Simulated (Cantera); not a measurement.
Input: 1 mol PbO, 1.9 mol CO, 0.45 mol N₂, equilibrated at 1277 °C and 10.0 mbar.

Method: chemical equilibrium by Gibbs-energy minimisation in Cantera with the NASA 1993 tables (ideal gas, pure condensed phases). Candidate condensed phases: C, Pb, PbO, PbO₂, Pb₃O₄; 27 gas species. Rates play no part.

Base state: CO₂ 0.298, Pb 0.298, CO 0.269, N₂ 0.134, PbO 0.000486, Pb₂ 1.29e-5 (mole fractions); condensed: gas only.

**Question.** What changes in the equilibrium state with this change: PbO replaced by Fe₂O₃?

**Answer.** 
```
species        before  after
-----------  --------  -----
CO₂             0.298  0.426
CO              0.269  0.383
N₂              0.134  0.191
Pb              0.298      0
PbO          0.000486      0
Pb₂           1.29e-5      0
FeO(s), mol         0   2.00
```
The tables' stoichiometric FeO is somewhat more stable than real wüstite, so its field is too wide. FeO: taken at fixed stoichiometry. Further candidate phases: Fe, Fe(CO)₅, FeO, Fe₂O₃, Fe₃O₄.
